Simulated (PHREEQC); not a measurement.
Model water analysis in mmol/kgw, 20 °C, pH 7.22, pe 12.3: Na 4.79; K 0.0129; Ca 1.17; Mg 0.581; Cl 3.47; S(6) 1.07; Alkalinity (meq/kgw) 2.68; Si 0.128; Br 0.0018; B 0.0176.

Cl is adjusted to close the charge balance.
Valence states are taken as typed.

Computed with PHREEQC (ion-association model, wateq4f.dat).

No solid was allowed to form.

Order these S species by the share of S that they hold, largest first: NaSO4-, CaSO4, MgSO4, SO4-2.

SO4-2 (87 %), CaSO4 (7.8 %), MgSO4 (4.2 %), NaSO4- (1.3 %)

Order these Ca species by the share of Ca that they hold, largest first: Ca+2, CaSO4, CaHCO3+, CaCO3.

Ca+2 (91 %), CaSO4 (7.1 %), CaHCO3+ (1.9 %), CaCO3 (0.15 %)

The pH is 7.22 and the ionic strength 0.0105 mol/kgw. Examples of supersaturated solids here: Quartz (slow to form). Others may be too. Complexes and solids missing from the database can't appear.
